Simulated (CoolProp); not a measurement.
Saturation properties of R114 (Tc = 420.6 K, pc = 3352 kPa, ω = 0.252).

Computed with CoolProp (reference Helmholtz-energy equation of state, Platzer 1990). This equation is an older, rougher fit; its heat capacities, sound speeds and derivatives of the liquid may be far off and weren't checked against measurements.

| T (K) | p (kPa) | vapour density (kg/m³) | surface tension (mN/m) |
|---|---|---|---|
| 308.1 | 291.8 | 21.31 | 9.83 |
| 313.6 | 342.8 | 24.89 | 9.22 |
| 319 | 399.1 | 28.86 | 8.63 |
| 324.4 | 462.1 | 33.33 | 8.04 |
| 329.9 | 533.6 | 38.45 | 7.46 |
| 335.3 | 611.6 | 44.10 | 6.89 |
| 340.8 | 699.5 | 50.55 | 6.33 |
| 346.2 | 794.6 | 57.67 | 5.78 |
| 351.6 | 898.9 | 65.66 | 5.25 |
| 357.1 | 1015 | 74.83 | 4.71 |
| 362.5 | 1140 | 84.98 | 4.20 |
| 368 | 1279 | 96.68 | 3.69 |
| 373.4 | 1427 | 109.8 | 3.20 |
| 378.8 | 1587 | 124.7 | 2.73 |

It boils at 276.7 K under 1 atm.

Surface tension comes from a separate correlation (Mulero 2012).
